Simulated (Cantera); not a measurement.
## Halide evaporation, hydrolysis and transport: NaCl + H₂O + H₂

A closed system holds: 1 mol NaCl, 0.49 mol H₂O, 3.3 mol H₂, equilibrated at 1875 °C.

Cantera equilibrium calculation (NASA polynomials, part measured and part estimated; ideal gas, pure solids and liquids). Candidate condensed phases: H₂O, Na, NaCl, NaOH, NaO₂, Na₂O, Na₂O₂; 23 gas species. Kinetics and transport are ignored.

```
P (Pa)      x H    x H₂    x NaCl    x Na     x H₂O      x Cl    x HCl       x O      x OH
------  -------  ------  --------  ------  --------  --------  -------  --------  --------
0.100     0.715  0.0294  0.000931   0.102  0.000854    0.0970  0.00544    0.0460   0.00268
1         0.533   0.164   0.00903   0.117    0.0246    0.0824   0.0345    0.0238    0.0103
10        0.257   0.379    0.0444   0.120    0.0707    0.0396   0.0800   0.00295   0.00617
100      0.0962   0.531    0.0946  0.0928    0.0894    0.0109   0.0821  0.000266   0.00208
1000     0.0326   0.610     0.136  0.0620    0.0964   0.00234   0.0600   2.50e-5  0.000663
10000    0.0106   0.648     0.165  0.0382    0.0991  0.000460   0.0383   2.42e-6  0.000209
100000  0.00341   0.668     0.181  0.0223     0.100   8.68e-5   0.0232   2.37e-7   6.58e-5
```
x: gas mole fraction; nothing condenses.

From 0.000750 Torr to 750 Torr nothing is condensed. The main Na-bearing gas is Na at 0.000750 Torr and NaCl at 750 Torr.
